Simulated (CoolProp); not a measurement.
1-butene at several states: fugacity coefficient from the reference equation and from simpler models built on Tc = 419.3 K, pc = 4.006 MPa, ω = 0.192; each cubic takes its own stable root.

Computed with CoolProp (reference Helmholtz-energy equation of state, Lemmon 2005). It is a short technical equation, of lower accuracy than the large ones.

```json
[
 {"T (K)": "372.4", "p (MPa)": "0.487", "phase": "gas", "reference": "0.9384", "van der Waals": "0.9522", "Redlich-Kwong": "0.9424", "Peng-Robinson": "0.9355"},
 {"T (K)": "460.9", "p (MPa)": "6.51", "phase": "supercritical", "reference": "0.6165", "van der Waals": "0.6164", "Redlich-Kwong": "0.6133", "Peng-Robinson": "0.6029"},
 {"T (K)": "105.7", "p (MPa)": "0.399", "phase": "liquid", "reference": "1.913e-9", "van der Waals": "0.0004045", "Redlich-Kwong": "1.045e-9", "Peng-Robinson": "4.722e-9"},
 {"T (K)": "144.9", "p (MPa)": "0.16", "phase": "liquid", "reference": "3.663e-5", "van der Waals": "0.03513", "Redlich-Kwong": "5.609e-5", "Peng-Robinson": "5.068e-5"},
 {"T (K)": "231.5", "p (MPa)": "18.1", "phase": "liquid", "reference": "0.002382", "van der Waals": "0.03757", "Redlich-Kwong": "0.004139", "Peng-Robinson": "0.002364"}
]
```
